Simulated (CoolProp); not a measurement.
Properties of n-perfluorobutane along the isobar 32.7 bar (Tc = 386.3 K, pc = 23.22 bar, ω = 0.372).

Computed with CoolProp (reference Helmholtz-energy equation of state, Gao 2022).

```tsv
T (K)	phase	density (kg/m³)	cp (kJ/(kg K))	cv (kJ/(kg K))	expansivity (1/kK)	fugacity coefficient
209.3	liquid	1818	1.032	0.7802	1.854	0.001270
221.2	liquid	1779	1.043	0.7958	1.872	0.002940
233.1	liquid	1739	1.055	0.8110	1.902	0.006104
245	liquid	1700	1.068	0.8258	1.946	0.01156
256.9	liquid	1660	1.081	0.8399	2.005	0.02028
268.9	liquid	1620	1.094	0.8534	2.085	0.03343
280.8	liquid	1579	1.109	0.8661	2.189	0.05185
292.7	liquid	1538	1.124	0.8781	2.324	0.07658
304.6	liquid	1494	1.140	0.8894	2.502	0.1084
316.5	liquid	1448	1.158	0.9002	2.739	0.1477
328.4	liquid	1399	1.180	0.9105	3.061	0.1947
340.3	liquid	1346	1.206	0.9205	3.518	0.2492
352.2	liquid	1286	1.240	0.9304	4.201	0.3105
364.2	liquid	1215	1.288	0.9407	5.319	0.3780
```
